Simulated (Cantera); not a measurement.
**Hydrocarbon pyrolysis for carbon deposition**

A perfectly stirred reactor is fed with 11.0 % C₂H₄, 89.0 % H₂, at 1.00 bar; it is held at 1473 K, and followed from long to short residence time.

Cantera simulation using GRI-Mech 3.0 (53 species, 325 reactions); the numbers are that mechanism's predictions, not measurements. GRI-Mech 3.0 was tuned for natural gas; its chemistry of ethylene as a main component is partial and can be far from experiment. GRI-Mech 3.0 stops at C3 and has no aromatics, soot or wall deposition, so with more carbon than oxygen in the feed, carbon stays in small species such as C2H2 where larger ones or solid carbon would form.

| τ (s) | x C₂H₄ | x H₂ | x CH₂ | x C₂H | x H | x C₂H₆ |
|---|---|---|---|---|---|---|
| 2.1 | 0.0138 | 0.835 | 5.28e-10 | 1.19e-9 | 1.45e-5 | 9.86e-5 |
| 0.77 | 0.0171 | 0.851 | 5.90e-10 | 1.70e-9 | 1.78e-5 | 0.000117 |
| 0.29 | 0.0210 | 0.866 | 6.68e-10 | 2.44e-9 | 2.30e-5 | 0.000142 |
| 0.11 | 0.0254 | 0.877 | 7.35e-10 | 3.29e-9 | 2.95e-5 | 0.000176 |
| 0.040 | 0.0321 | 0.884 | 7.70e-10 | 4.03e-9 | 3.69e-5 | 0.000225 |
| 0.015 | 0.0431 | 0.888 | 7.79e-10 | 4.19e-9 | 4.32e-5 | 0.000302 |
| 0.0057 | 0.0602 | 0.890 | 7.73e-10 | 3.45e-9 | 4.71e-5 | 0.000411 |
| 0.0021 | 0.0813 | 0.890 | 7.30e-10 | 1.99e-9 | 4.70e-5 | 0.000508 |
| 0.00079 | 0.0978 | 0.890 | 5.98e-10 | 7.20e-10 | 4.05e-5 | 0.000476 |
| 0.00030 | 0.107 | 0.890 | 2.97e-10 | 9.17e-11 | 2.16e-5 | 0.000229 |
x: mole fraction; the columns are a selection and need not sum to one.
